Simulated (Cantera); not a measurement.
A Cantera script and what it prints.

```python
import numpy as np
import cantera as ct

gas_names = [...]  # 151 gases of nasa_gas.yaml made of C, H, N, O, Si
cond_names = """
    C(gr) C6H6(L) C7H8(L) C8H18(L),n-octa H2O(s) H2O(L) Si(cr) Si(L) SiC(b) SiO2(Lqz) SiO2(hqz) SiO2(L)
    Si2N2O(s) Si3N4(a)
""".split()


# ... load() reads the species with a 1 bar reference pressure and builds the phases ...
atoms = {
    'SiC': {'Si': 1, 'C': 1},
    'N2O': {'N': 2, 'O': 1},
    'N2': {'N': 2},
    'H2O': {'H': 2, 'O': 1},
}
top_T = {'C(gr)': 4500, 'SiC(b)': 3050, 'Si2N2O(s)': 2100, 'Si3N4(a)': 2400}  # K; cautious upper limits of use, not melting points


# ... equilibrate(T, P, feed) seeds the gas with the atoms and calls Mixture.equilibrate('TP', solver="vcs", rtol=1e-11, max_steps=5000) ...
results = []
feed = {'SiC': 1, 'N2O': 0.019, 'N2': 180, 'H2O': 0.0012}  # mol
P = 133.322  # Pa
for T in [1648, 1698, 1748, 1798, 1848, 1898, 1948, 1998, 2048]:
    mix = equilibrate(T, P, feed)
    results.append((T, P, feed, dict(zip(mix.species_names, mix.species_moles))))

top = {s: max(r[3][s] / sum(r[3][g] for g in gas_names) for r in results) for s in gas_names}
cols = sorted((s for s in top if top[s] > 1e-05), key=lambda s: -top[s])[:7]
seen = [c for c in cond_names if any(r[3].get(c, 0) > 1e-12 for r in results)]
print("log10 of partial pressures in bar; condensed amounts in mol")
print(f"{'T/K':>10s}" + "".join(f"{s[:9]:>10s}" for s in cols + seen))
for T, P, feed, n in results:
    ng = sum(n[g] for g in gas_names)
    print(f"{T:10.4g}" + "".join(f"{np.log10(max(n[s] / ng * P / 1e5, 1e-99)):10.3f}" for s in cols)
          + "".join(f"{n.get(c, 0):10.4g}" for c in seen))
```

Result:

```
log10 of partial pressures in bar; condensed amounts in mol
       T/K        N2        Si      SiC2      Si2C        CO       SiO       SiN     C(gr)    SiC(b)
      1648    -2.875    -7.391   -11.864    -9.751    -7.019    -7.269    -8.969         0     0.987
      1698    -2.875    -7.092   -11.051    -9.317    -6.934    -7.478    -8.745         0    0.9841
      1748    -2.875    -6.914   -10.182    -9.012    -6.864    -7.891    -8.636         0    0.9811
      1798    -2.875    -6.841    -9.266    -8.819    -6.834    -8.508    -8.630         0    0.9792
      1848    -2.875    -6.728    -8.446    -8.594    -6.828    -9.025    -8.579  0.004308     0.973
      1898    -2.875    -6.344    -7.946    -8.105    -6.828    -8.968    -8.255   0.03995    0.9342
      1948    -2.876    -5.981    -7.472    -7.641    -6.829    -8.914    -7.948    0.1193     0.846
      1998    -2.876    -5.636    -7.023    -7.201    -6.830    -8.863    -7.656    0.2888     0.653
      2048    -2.877    -5.307    -6.596    -6.784    -6.831    -8.815    -7.379    0.6371     0.245
```

Equilibrium computed with Cantera from the NASA thermochemical tables; the gas is ideal and each condensed phase is pure. The tables' values for SiN are old estimates; treat these amounts as uncertain.
